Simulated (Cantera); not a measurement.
A perfectly stirred reactor is fed with CH2O : O2 : N2 = 0.0041 : 0.0063 : 1 (molar parts), equivalence ratio 0.65, at 5.00 bar; it is held at 1300 K, and followed from long to short residence time.

Detailed kinetics in Cantera: GRI-Mech 3.0 (53 species, 325 reactions).

Q: Predict: x(CH2O) at τ = 0.510 s; x(O2) at τ = 0.510 s; x(CH2O) at τ = 12.0 ms; x(O2) at τ = 12.0 ms; x(HCO) at τ = 12.0 ms.

A: 
| Quantity | Value |
|---|---|
| x(CH2O) at τ = 0.510 s | 1.06e-6 |
| x(O2) at τ = 0.510 s | 0.00222 |
| x(CH2O) at τ = 12.0 ms | 8.75e-6 |
| x(O2) at τ = 12.0 ms | 0.00260 |
| x(HCO) at τ = 12.0 ms | 3.07e-8 |
